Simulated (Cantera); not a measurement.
An adiabatic, constant-pressure homogeneous reactor starts with 23.7 % CO, 2.61 % H2, 1.80 % CH4, 6.99 % O2, 64.9 % N2, at 1250 K and 100000 Pa.

Model: GRI-Mech 3.0 (53 species, 325 reactions), integrated in Cantera.

Question: Predict: time of steepest temperature rise; temperature at 0.200 s; equilibrium temperature; x(CO) at 0.200 s; x(H2) at 0.200 s.

Answer: 
| Item | Result |
|---|---|
| time of steepest temperature rise | 0.641 ms |
| temperature at 0.200 s | 2155 K |
| equilibrium temperature | 2155 K |
| x(CO) at 0.200 s | 0.182 (gas-phase equilibrium 0.182) |
| x(H2) at 0.200 s | 0.0194 (gas-phase equilibrium 0.0194) |
